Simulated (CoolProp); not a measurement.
The fluid at 293.15 K and 1.53 MPa flows at 0.092 m/s in a round tube of 25 mm bore and 45 µm roughness, fully developed (64/Re and Nu = 3.66 if laminar; Colebrook and Gnielinski if turbulent). The same conditions are run with several fluids, on thermodynamics alone (safety and materials aside).

Values from CoolProp's reference Helmholtz-energy equation of state of each fluid (propylene: Lemmon 2013; R227EA: Lemmon 2016; n-hexane: Thol 2019; R22: Kamei 1995).

**Question.** Rank propylene, R227EA, n-hexane, R22 by Reynolds number, highest first.

**Answer.** R22 (20400), R227EA (12400), propylene (11800), n-hexane (4780)

| fluid | Darcy friction factor | pressure drop (Pa/m) | heat-transfer coefficient (W/(m² K)) | mass flow (kg/h) |
|---|---|---|---|---|
| propylene | 0.0324 | 2.83 | 287 | 83.9 |
| R227EA | 0.0321 | 7.70 | 220 | 230 |
| n-hexane | 0.0398 | 4.45 | 179 | 107 |
| R22 | 0.0293 | 6.02 | 337 | 197 |

Transport values come from each fluid's own correlations; those of propylene, R227EA, R22 are estimates that may be off by 10 % or more.
